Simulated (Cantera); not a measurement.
Input: 1 mol BF₃, a varied amount of H₂O, 25 mol H₂, at 1098.15 K and 0.0430 bar.

Cantera equilibrium calculation (NASA polynomials, part measured and part estimated; ideal gas, pure solids and liquids). Candidate condensed phases: B, B₂O₃, B₃O₃H₃, H₂O; 43 gas species. Gases not in the tables: H₃BO₃. Equilibrium is a limit: real reactors are often held back by kinetics, nucleation or transport.

Task: At 3.8 mol H₂O, list the 6 most abundant gas species with their mole fractions, and the condensed phases.

Result: H₂ 0.830, H₂O 0.0939, HF 0.0638, BF₃ 0.0105, B₃O₃F₃ 0.00125, BOF 0.000647. Condensed: B₂O₃(l).
